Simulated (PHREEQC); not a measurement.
Silver or lead bath: speciation

Consider water at 75 °C with 29 mmol/kgw Pb(NO3)2 and 0.049 mmol/kgw NaCl. Closed to the air; pH follows from the charge balance.

Model: ion-association model, phreeqc.dat, run in PHREEQC.

Each row changes one thing in this solution. This is a speciation only: nothing precipitates in the calculation.

```tsv
case	pH	ionic strength (mol/kgw)	NO3- (mol/kgw)
as made	4.69	0.0746	0.0518
Pb(NO3)2 replaced by Ba(NO3)2 at the same molality	6.33	0.0871	0.0580
NaCl from 4.9e-05 to 9.8e-05 mol/kgw	4.69	0.0746	0.0518
NaCl left out	4.69	0.0745	0.0518
NaCl from 4.9e-05 to 0.00049 mol/kgw	4.70	0.0746	0.0518
Pb(NO3)2 from 0.029 to 0.0435 mol/kgw	4.58	0.108	0.0757
diluted 2-fold with water	4.87	0.0392	0.0268
0.0015 mol/kgw CaBr2 added	4.71	0.0769	0.0521
temperature from 75 to 15 °C	4.69	0.0735	0.0512
```

Some of these states are supersaturated (in Pb(OH)2, for instance). At this temperature some constants are extrapolated from 25 °C, and those without enthalpy data are left unchanged.
